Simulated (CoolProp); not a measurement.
Computed with CoolProp (reference Helmholtz-energy equation of state, Thol 2017).

Give the vapour pressure (MPa), liquid density (kg/m³), vapour density (kg/m³), enthalpy of vaporisation (kJ/kg) of saturated octamethyltrisiloxane (MDM) at 354.1 K.


```
T (K)  p (MPa)  liquid density (kg/m³)  vapour density (kg/m³)  enthalpy of vaporisation (kJ/kg)
-----  -------  ----------------------  ----------------------  --------------------------------
354.1  0.00945                     757                   0.769                               182
```
